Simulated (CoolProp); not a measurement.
A single-stage vapour-compression cycle with hydrogen chloride: evaporating at 222.15 K (dew point), condensing at 242.15 K (bubble point), superheat 5 K, subcooling 0 K, compressor efficiency 0.6, no pressure losses. Each further row changes one setting.

Values from CoolProp's reference Helmholtz-energy equation of state, Thol 2018.

```
case                              cooling COP  pressure ratio  discharge temperature (K)  refrigerating effect (kJ/kg)  volumetric capacity (kJ/m³)
--------------------------------  -----------  --------------  -------------------------  ----------------------------  ---------------------------
as stated                                5.86            2.06                      305.2                           373                         3960
evaporating temperature 227.15 K         8.18      (withheld)                 (withheld)                           375                         4780
condensing temperature 237.15 K    (withheld)            1.74                      285.2                           382                         4050
subcooling 5 K                           6.00            2.06                      305.2                           382                         4050
superheat 15 K                           5.68            2.06                      320.1                    (withheld)                         3840
compressor efficiency 0.5                4.88            2.06                      319.3                           373                         3960
```

Task: Some entries are withheld; supply them.

Result: 
- evaporating temperature 227.15 K, pressure ratio: 1.70
- evaporating temperature 227.15 K, discharge temperature (K): 287.9
- condensing temperature 237.15 K, cooling COP: 8.02
- superheat 15 K, refrigerating effect (kJ/kg): 383
